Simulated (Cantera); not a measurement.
An adiabatic, constant-pressure homogeneous reactor starts with CH4 : CO : O2 : N2 : H2O = 1 : 1.2 : 5.42 : 20.4 : 8.3 (molar parts), equivalence ratio 0.48, at 1500 K and 9.60 bar.

Computed with Cantera and GRI-Mech 3.0 (53 species, 325 reactions).

x: mole fraction; the columns are a selection and need not sum to one.

```csv
t (s),T (K),x CH4,x CO,x O2,x CH3,x H2,x HCN,x NO
6.00e-6,1500,0.0275,0.0330,0.149,5.11e-6,(withheld),<1e-12,<1e-12
2.14e-5,1500,0.0275,0.0330,0.149,2.94e-5,(withheld),<1e-12,<1e-12
7.63e-5,1504,0.0268,0.0329,0.149,0.000111,(withheld),<1e-12,2.32e-12
0.000272,2242,<1e-12,0.000565,0.0781,<1e-12,0.000489,<1e-12,1.40e-5
0.000971,2242,<1e-12,0.000565,0.0780,<1e-12,0.000488,<1e-12,9.01e-5
0.00346,2241,<1e-12,0.000563,0.0779,<1e-12,0.000487,<1e-12,0.000358
0.0124,2239,<1e-12,0.000559,0.0774,<1e-12,0.000484,<1e-12,0.00126
0.0441,2235,<1e-12,0.000546,0.0762,<1e-12,0.000474,<1e-12,0.00373
0.157,2229,<1e-12,0.000532,0.0748,<1e-12,0.000463,<1e-12,0.00653
0.561,2229,<1e-12,0.000530,0.0747,<1e-12,0.000462,<1e-12,0.00684
2.00,2229,<1e-12,0.000530,0.0747,<1e-12,0.000462,<1e-12,0.00684
```

Q: Some entries are withheld; supply them.

A: 
- 6.00e-6, x H2: 3.85e-7
- 2.14e-5, x H2: 4.30e-6
- 7.63e-5, x H2: 0.000102
